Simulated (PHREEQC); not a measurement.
Acid rinse or clean: an equilibrium model

Dissolve 2.7 mmol/kgw HBr, 2.9 mmol/kgw CaCl2 and 0.21 mmol/kgw MnSO4 at 25 °C. It is in equilibrium with CO2 at log p = 0 (atm). Otherwise closed; pH follows from the charge balance.

Computed with PHREEQC (ion-association model, phreeqc.dat).

Precipitation was switched off in this run.

Question: What pH does the model give?

Answer: pH 2.61.

Question: In which forms is S present?

Answer: SO4-2 71 %, CaSO4 15 %, HSO4- 12 %, MnSO4 1.1 % of the S.

Species that the database lacks are ignored.
